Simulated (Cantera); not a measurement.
Cantera run:

```python
import numpy as np
import cantera as ct

gas_names = """
    CL CL2 H HCL H2 Si SiCL SiCL2 SiCL3 SiCL4 SiH SiHCL3 SiH2 SiH2CL2 SiH3 SiH3CL SiH4 Si2 Si3
""".split()
cond_names = """
    Si(cr) Si(L)
""".split()


def load(file, names, dense=False):
    # The tables refer to 1 bar. Condensed volumes are neglected.
    table = {s.name: s for s in ct.Species.list_from_file(file)}
    out = []
    for n in names:
        d = dict(table[n].input_data)
        d["thermo"] = dict(d["thermo"], **{"reference-pressure": 1e5})
        if dense:
            d["equation-of-state"] = {"model": "constant-volume", "density": "1e6 g/cm^3"}
        out.append(ct.Species.from_dict(d))
    return out


gas = ct.Solution(thermo="ideal-gas", species=load("nasa_gas.yaml", gas_names))
cond = {s.name: ct.Solution(thermo="fixed-stoichiometry", species=[s], name=s.name)
        for s in load("nasa_condensed.yaml", cond_names, dense=True)}
atoms = {
    'SiCl4': {'Si': 1, 'CL': 4},
    'HCl': {'H': 1, 'CL': 1},
    'H2': {'H': 2},
}
top_T = {}  # K; cautious upper limits of use, not melting points


def equilibrate(T, P, feed):
    n = {}
    for name, mol in feed.items():
        for a, k in atoms[name].items():
            n[a] = n.get(a, 0.0) + k * mol
    gas.TPX = T, P, n
    mass = sum(n.values()) * gas.mean_molecular_weight
    gas.equilibrate("TP")
    valid = [c for c in cond.values() if c.min_temp <= T <= top_T.get(c.name, c.max_temp)]
    mix = ct.Mixture([(gas, mass / gas.mean_molecular_weight)] + [(c, 0.0) for c in valid])
    mix.T, mix.P = T, P
    mix.equilibrate("TP", solver="vcs", rtol=1e-11, max_steps=5000)
    return mix


results = []
feed = {'SiCl4': 1, 'HCl': 1, 'H2': 0.73}  # mol
P = 13332.2  # Pa
for T in [1075, 1100, 1125, 1150, 1175, 1200, 1225, 1250]:
    mix = equilibrate(T, P, feed)
    results.append((T, P, feed, dict(zip(mix.species_names, mix.species_moles))))

top = {s: max(r[3][s] / sum(r[3][g] for g in gas_names) for r in results) for s in gas_names}
cols = sorted((s for s in top if top[s] > 1e-05), key=lambda s: -top[s])[:9]
seen = [c for c in cond_names if any(r[3].get(c, 0) > 1e-12 for r in results)]
print("log10 of partial pressures in bar; condensed amounts in mol")
print(f"{'T/K':>10s}" + "".join(f"{s[:9]:>10s}" for s in cols + seen))
for T, P, feed, n in results:
    ng = sum(n[g] for g in gas_names)
    print(f"{T:10.4g}" + "".join(f"{np.log10(max(n[s] / ng * P / 1e5, 1e-99)):10.3f}" for s in cols)
          + "".join(f"{n.get(c, 0):10.4g}" for c in seen))
```

Output:

```
log10 of partial pressures in bar; condensed amounts in mol
       T/K       HCL     SiCL4        H2     SiCL3    SiHCL3     SiCL2   SiH2CL2
      1075    -1.307    -1.316    -1.454    -4.012    -3.369    -5.509    -6.354
      1100    -1.306    -1.317    -1.455    -3.823    -3.298    -5.186    -6.201
      1125    -1.304    -1.319    -1.457    -3.644    -3.232    -4.879    -6.056
      1150    -1.303    -1.321    -1.459    -3.474    -3.170    -4.587    -5.921
      1175    -1.300    -1.324    -1.462    -3.312    -3.113    -4.311    -5.795
      1200    -1.297    -1.328    -1.466    -3.160    -3.061    -4.050    -5.678
      1225    -1.294    -1.332    -1.470    -3.017    -3.015    -3.804    -5.571
      1250    -1.289    -1.339    -1.476    -2.884    -2.974    -3.574    -5.476
```

These are equilibrium values from Cantera (NASA tables, ideal gas, pure condensed phases), not measurements of a reactor. The tables' values for SiCl3 are old estimates; treat these amounts as uncertain.
